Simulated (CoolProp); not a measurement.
A simple Rankine cycle with benzene: condensing at 309.15 K, boiler at 0.164 MPa, turbine inlet 374.6 K, turbine efficiency 0.9, pump efficiency 0.7, no recuperator. Each further row changes one setting.

Values from CoolProp's reference Helmholtz-energy equation of state, Thol 2012.

| case | thermal efficiency (%) | net work (kJ/kg) | heat in (kJ/kg) | turbine exit temperature (K) | volume ratio over the turbine |
|---|---|---|---|---|---|
| as stated | 13.2 | 66.1 | 500 | [?] | 6.98 |
| turbine inlet 394.6 K | 13.3 | 70.4 | [?] | 337.8 | [?] |
| condensing temperature 301.15 K | [?] | [?] | [?] | [?] | 9.62 |
| boiler pressure 0.115 MPa | 11.2 | 56.1 | 502 | 327.4 | 4.98 |
| turbine efficiency 0.8 | 11.7 | [?] | 500 | 323.5 | 7.12 |

**Question.** What belongs in the gaps?

**Answer.** 
- as stated, turbine exit temperature (K): 317.0
- turbine inlet 394.6 K, heat in (kJ/kg): 529
- turbine inlet 394.6 K, volume ratio over the turbine: 7.01
- condensing temperature 301.15 K, thermal efficiency (%): 14.8
- condensing temperature 301.15 K, net work (kJ/kg): 76.2
- condensing temperature 301.15 K, heat in (kJ/kg): 515
- condensing temperature 301.15 K, turbine exit temperature (K): 307.6
- turbine efficiency 0.8, net work (kJ/kg): 58.7
